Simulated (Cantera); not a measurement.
A closed system holds: 1 mol SiCl4, 2.5 mol H2, held at 1998.15 K and 70.5 Torr.

Method: chemical equilibrium by Gibbs-energy minimisation in Cantera with the NASA 1993 tables (ideal gas, pure condensed phases). Candidate condensed phases: Si; 19 gas species. The tables' values for SiCl3, SiCl are old estimates; treat these amounts as uncertain. Rates play no part.

Question: What is the equilibrium state?

Answer: 
```json
{
  "x(HCl)": "0.431",
  "x(H2)": "0.340",
  "x(SiCl2)": "0.210",
  "x(SiCl3)": "0.0110",
  "x(H)": "0.00305",
  "x(Cl)": "0.00288",
  "x(SiCl4)": "0.000666",
  "x(SiCl)": "0.000494",
  "x(SiHCl3)": "0.000204",
  "gas_amount": "4.486 mol",
  "log10 activity of Si(l) (absent)": "-0.79"
}
```
